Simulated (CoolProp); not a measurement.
Saturation properties of R1336mzz(E) (Tc = 403.5 K, pc = 27.79 bar, ω = 0.413).

Computed with CoolProp (reference Helmholtz-energy equation of state, Akasaka 2023).

| T (K) | p (bar) | liquid density (kg/m³) | liquid cp (kJ/(kg K)) |
|---|---|---|---|
| 238.6 | 0.1227 | 1486 | 1.189 |
| 255.8 | 0.3211 | 1443 | 1.200 |
| 273 | 0.7234 | 1398 | 1.215 |
| 290.3 | 1.455 | 1349 | 1.233 |
| 307.5 | 2.655 | 1296 | 1.258 |
| 324.8 | 4.514 | 1237 | 1.292 |
| 342 | 7.206 | 1170 | 1.342 |
| 359.2 | 10.96 | 1089 | 1.423 |
| 376.5 | 16.08 | 985.9 | 1.593 |
| 393.7 | 22.87 | 833.9 | 2.305 |

It boils at 281.0 K under 1 atm.
